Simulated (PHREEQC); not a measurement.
Consider water at 25 °C with 1.5 mmol/kgw FeCl3, 15 mmol/kgw CaCl2 and 26 mmol/kgw HCl. Closed to the air; pH follows from the charge balance.

Equilibrium calculation in PHREEQC: ion-association model, wateq4f.dat.

This is a speciation only: nothing precipitates in the calculation.

Problem. Predict the pH.

Solution. pH 1.66.

Problem. In which forms is Fe present?

Solution. Fe+3 52 %, FeCl+2 36 %, FeOH+2 7.5 %, FeCl2+ 3.9 % of the Fe.

Saturation is exceeded, for instance for Hematite (slow to form), Goethite (slow to form); the values hold only as long as no solid forms. Species that the database lacks are ignored.
